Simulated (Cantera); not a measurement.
An isothermal, constant-pressure homogeneous reactor starts with H2 : O2 = 0.24 : 1 (molar parts), equivalence ratio 0.12, at 1150 K and 20.0 Torr.

Computed with Cantera and the H2/O2 subset of GRI-Mech 3.0, which has no nitrogen chemistry. Radical loss at walls, strong at low pressure, is not modelled. The temperature is held fixed by assumption; the heat of reaction is taken as removed at once.

One state of this run: x H2 = 1.12e-6; x O2 = 0.786; x OH = 9.60e-5; x O = 7.50e-6; x H = 7.63e-8; x HO2 = 1.21e-7. x: mole fraction; the columns are a selection and need not sum to one.

Problem. Which value of t (s) does it belong to?
A) 0.311
B) 200
C) 0.000133
D) 0.0854

Solution. A, 0.311
